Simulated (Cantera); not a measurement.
## Equilibrium for boron, boron nitride and boron oxide: B2O3 + H2O + H2

Feed: 1 mol B2O3, 0.096 mol H2O, 7.7 mol H2, equilibrated at 330 Pa.

These are equilibrium values from Cantera (NASA tables, ideal gas, pure condensed phases), not measurements of a reactor. Candidate condensed phases: B, B2O3, B3O3H3, H2O; 23 gas species. Equilibrium is a limit: real reactors are often held back by kinetics, nucleation or transport.

| T (K) | x H2 | x H | x BO | x B2O3 | x HBO2 | x HBO | x H2O | n B2O3(l) |
|---|---|---|---|---|---|---|---|---|
| 923 | 0.988 | 4.23e-9 | <1e-12 | 1.85e-11 | 8.75e-6 | 1.09e-9 | 0.0123 | 1.000 |
| 1073 | 0.988 | 2.42e-7 | 3.18e-12 | 2.61e-8 | 0.000209 | 2.23e-7 | 0.0122 | 0.999 |
| 1223 | 0.987 | 5.20e-6 | 2.69e-9 | 5.83e-6 | 0.00212 | 1.22e-5 | 0.0112 | 0.992 |
| 1373 | 0.982 | 5.74e-5 | 6.08e-7 | 0.000379 | 0.0104 | 0.000327 | 0.00720 | 0.955 |
| 1523 | 0.954 | 0.000393 | 6.43e-5 | 0.0104 | 0.0258 | 0.00619 | 0.00250 | 0.786 |
| 1673 | 0.841 | 0.00182 | 0.00121 | 0.0683 | 0.0537 | 0.0270 | 0.00239 | 0 |
| 1823 | 0.828 | 0.00686 | 0.00459 | 0.0611 | 0.0584 | 0.0319 | 0.00430 | 0 |
| 1973 | 0.805 | 0.0211 | 0.0134 | 0.0525 | 0.0623 | 0.0343 | 0.00740 | 0 |
| 2123 | 0.760 | 0.0545 | 0.0303 | 0.0417 | 0.0643 | 0.0326 | 0.0125 | 0 |
| 2273 | 0.682 | 0.121 | 0.0544 | 0.0291 | 0.0617 | 0.0268 | 0.0201 | 0 |
| 2423 | 0.564 | 0.232 | 0.0798 | 0.0169 | 0.0515 | 0.0190 | 0.0285 | 0 |
x: gas mole fraction; n: condensed amount in mol.

From 923 K to 1523 K the condensed part is B2O3(l). From 1673 K to 2423 K nothing is condensed. The main B-bearing gas is (HBO2)3 at 923 K and BO at 2423 K.
